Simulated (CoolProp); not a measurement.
The numbers come from the reference Helmholtz-energy equation of state, Lemmon 2006 in CoolProp. It is a short technical equation, of lower accuracy than the large ones.

Task: For carbon monoxide, give the phase and the cp (kJ/(kg K)), Joule-Thomson coefficient (K/MPa) at 255.9 K and 2.25 MPa.

Result: 
- 255.9 K and 2.25 MPa: gas; cp 1.10, Joule-Thomson coefficient 3.16
